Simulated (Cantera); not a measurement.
Ta(OEt)5 + H2O + H2 (tantalum, niobium, vanadium and zirconium in process gases)

Feed: 1 mol Ta(OEt)5, 0.17 mol H2O, 180 mol H2, equilibrated at 1100 K and 38000 Pa.

Equilibrium computed with Cantera from the NASA thermochemical tables; the gas is ideal and each condensed phase is pure. Candidate condensed phases: C, C6H6, C7H8, C8H18, H2O, Ta, TaC, Ta2O5; 113 gas species. The feed counts by its element totals alone. Mutual solubility and eutectic melting of coexisting phases are not modelled. TaC: taken at fixed stoichiometry. Condensed phases not in the tables: Ta2C. Kinetics and transport are ignored.

```json
{
  "x(H2)": "0.972",
  "x(CO)": "0.0149",
  "x(CH4)": "0.0129",
  "x(H2O)": "0.000492",
  "x(CO2)": "7.45e-6",
  "n(C(graphite))": "4.51 mol",
  "n(TaC(s))": "0.122 mol",
  "n(Ta2O5(s))": "0.439 mol",
  "gas_amount": "193.1 mol",
  "log10 activity of Ta(s) (absent)": "-6.68"
}
```
